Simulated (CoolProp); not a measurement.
The fluid at 298.15 K and 0.0117 MPa (gas) is heated at constant pressure to 463.8 K. The same conditions are run with several fluids, on thermodynamics alone (safety and materials aside).

Values from CoolProp's reference Helmholtz-energy equation of state of each fluid (tetrahydrofuran: Fiedler 2023; trans-2-butene: Lemmon 2005; n-hexane: Thol 2019; R21: Platzer 1990). The equations of Platzer and Polt are older, rougher fits.

**Question.** Rank tetrahydrofuran, trans-2-butene, n-hexane, R21 by heat (kJ/kg), highest first.

**Answer.** n-hexane (338), trans-2-butene (309), tetrahydrofuran (232), R21 (110)

```
fluid            final density (kg/m³)
---------------  ---------------------
tetrahydrofuran                  0.219
trans-2-butene                   0.170
n-hexane                         0.262
R21                              0.312
```
